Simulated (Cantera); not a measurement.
Charge: 1 mol FeS2, 0.45 mol SO2, 0.16 mol H2O, held at 113 Torr.

Cantera equilibrium calculation (NASA polynomials, part measured and part estimated; ideal gas, pure solids and liquids). Candidate condensed phases: Fe, FeO, Fe(OH)2, Fe(OH)3, FeS, FeSO4, FeS2, Fe2O3, Fe2(SO4)3, Fe3O4, H2O, H2SO4, S; 22 gas species. FeS: taken at fixed stoichiometry. Gases not in the tables: S3 to S7. The numbers say what is thermodynamically allowed, not how fast it happens.

Which condensed phases are stable at each of these points (T (K)): 1100, 1150, 1200, 1250, 1300, 1350, 1400, 1450, 1500, 1550, 1600, 1650, 1700, 1750?


```json
[
 {"T (K)": "1100", "condensed phases": "FeS(s)", "Fe condensed (%)": "100.0"},
 {"T (K)": "1150", "condensed phases": "FeS(s)", "Fe condensed (%)": "100.0"},
 {"T (K)": "1200", "condensed phases": "FeS(s)", "Fe condensed (%)": "100.0"},
 {"T (K)": "1250", "condensed phases": "FeS(s)", "Fe condensed (%)": "100.0"},
 {"T (K)": "1300", "condensed phases": "FeS(s)", "Fe condensed (%)": "100.0"},
 {"T (K)": "1350", "condensed phases": "FeS(s)", "Fe condensed (%)": "100.0"},
 {"T (K)": "1400", "condensed phases": "FeS(s)", "Fe condensed (%)": "100.0"},
 {"T (K)": "1450", "condensed phases": "FeS(s)", "Fe condensed (%)": "100.0"},
 {"T (K)": "1500", "condensed phases": "FeS(l)", "Fe condensed (%)": "100.0"},
 {"T (K)": "1550", "condensed phases": "FeS(l)", "Fe condensed (%)": "100.0"},
 {"T (K)": "1600", "condensed phases": "FeS(l)", "Fe condensed (%)": "100.0"},
 {"T (K)": "1650", "condensed phases": "FeS(l)", "Fe condensed (%)": "100.0"},
 {"T (K)": "1700", "condensed phases": "FeS(l)", "Fe condensed (%)": "100.0"},
 {"T (K)": "1750", "condensed phases": "FeS(l)", "Fe condensed (%)": "100.0"}
]
```

From 1100 K to 1450 K the condensed part is FeS(s). From 1500 K to 1750 K the condensed part is FeS(l).
